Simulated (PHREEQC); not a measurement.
Metal-bearing waste water: speciation

Consider water at 30 °C with 0.019 mol/kgw CuSO4 and 1.3 mol/kgw NaCl. It is in equilibrium with CO2 at log p = -2 (atm). Otherwise closed; pH follows from the charge balance.

Model: ion-association model, wateq4f.dat, run in PHREEQC.

Each row changes one thing in this solution. No solid was allowed to form.

```json
[
 {"case": "as made", "pH": "4.76", "ionic strength (mol/kgw)": "1.34", "NaSO4- (mol/kgw)": "0.00944", "SO4-2 (mol/kgw)": "0.00921", "CO2 (mol/kgw)": "0.000220", "HCO3- (mol/kgw)": "1.20e-5", "SI of Mirabilite (Na2SO4:10H2O)": "-2.27", "SI of Nahcolite (NaHCO3)": "-4.64"},
 {"case": "CuSO4 replaced by (NH4)2SO4 at the same molality", "pH": "4.87", "ionic strength (mol/kgw)": "1.34", "NaSO4- (mol/kgw)": "0.00921", "SO4-2 (mol/kgw)": "0.00899", "CO2 (mol/kgw)": "0.000220", "HCO3- (mol/kgw)": "1.55e-5", "SI of Mirabilite (Na2SO4:10H2O)": "-2.28", "SI of Nahcolite (NaHCO3)": "-4.52"},
 {"case": "0.64 mol/kgw H3BO3 added", "pH": "4.50", "ionic strength (mol/kgw)": "1.34", "NaSO4- (mol/kgw)": "0.00944", "SO4-2 (mol/kgw)": "0.00921", "CO2 (mol/kgw)": "0.000220", "HCO3- (mol/kgw)": "6.62e-6", "SI of Mirabilite (Na2SO4:10H2O)": "-2.32", "SI of Nahcolite (NaHCO3)": "-4.90"},
 {"case": "CuSO4 replaced by K2SO4 at the same molality", "pH": "4.89", "ionic strength (mol/kgw)": "1.34", "NaSO4- (mol/kgw)": "0.00945", "SO4-2 (mol/kgw)": "0.00922", "CO2 (mol/kgw)": "0.000220", "HCO3- (mol/kgw)": "1.63e-5", "SI of Mirabilite (Na2SO4:10H2O)": "-2.27", "SI of Nahcolite (NaHCO3)": "-4.50"},
 {"case": "temperature from 30 to 45 °C", "pH": "4.81", "ionic strength (mol/kgw)": "1.33", "NaSO4- (mol/kgw)": "0.00969", "SO4-2 (mol/kgw)": "0.00907", "CO2 (mol/kgw)": "0.000158", "HCO3- (mol/kgw)": "1.08e-5", "SI of Mirabilite (Na2SO4:10H2O)": "-2.95", "SI of Nahcolite (NaHCO3)": "-4.82"},
 {"case": "NaCl replaced by NaOH at the same molality", "pH": "9.17", "ionic strength (mol/kgw)": "0.999", "NaSO4- (mol/kgw)": "0.00822", "SO4-2 (mol/kgw)": "0.0108", "CO2 (mol/kgw)": "0.000237", "HCO3- (mol/kgw)": "0.306", "SI of Mirabilite (Na2SO4:10H2O)": "-2.43", "SI of Nahcolite (NaHCO3)": "-0.40"},
 {"case": "CuSO4 from 0.019 to 0.0285 mol/kgw", "pH": "4.72", "ionic strength (mol/kgw)": "1.35", "NaSO4- (mol/kgw)": "0.0140", "SO4-2 (mol/kgw)": "0.0138", "CO2 (mol/kgw)": "0.000219", "HCO3- (mol/kgw)": "1.10e-5", "SI of Mirabilite (Na2SO4:10H2O)": "-2.10", "SI of Nahcolite (NaHCO3)": "-4.67"}
]
```

The ionic strength passes 0.7 mol/kgw, the rough limit of the ion-association models, in every such run. Some of these states are supersaturated (in Atacamite, Malachite, Cu(OH)2, for instance). Constants without temperature data keep their 25 °C values here.
